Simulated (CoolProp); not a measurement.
A simple Rankine cycle with R11: condensing at 293.15 K, boiler at 2.24 MPa, turbine inlet 431.5 K, turbine efficiency 0.8, pump efficiency 0.8, no recuperator. Each further row changes one setting.

Model: reference Helmholtz-energy equation of state, Jacobsen 1992, in CoolProp.

| case | thermal efficiency (%) | net work (kJ/kg) | heat in (kJ/kg) | turbine exit temperature (K) | volume ratio over the turbine |
|---|---|---|---|---|---|
| as stated | 19.3 | 46.6 | 242 | 313.6 | 25.7 |
| turbine inlet 451.5 K | 19.7 | 51.0 | 259 | 335.5 | 24.3 |
| condensing temperature 285.15 K | 20.4 | 50.7 | 249 | 306.0 | 34.1 |
| boiler pressure 1.57 MPa | 18.1 | 45.7 | 253 | 333.5 | 16.5 |
| turbine efficiency 0.7 | 16.8 | 40.5 | 242 | 323.6 | 26.6 |
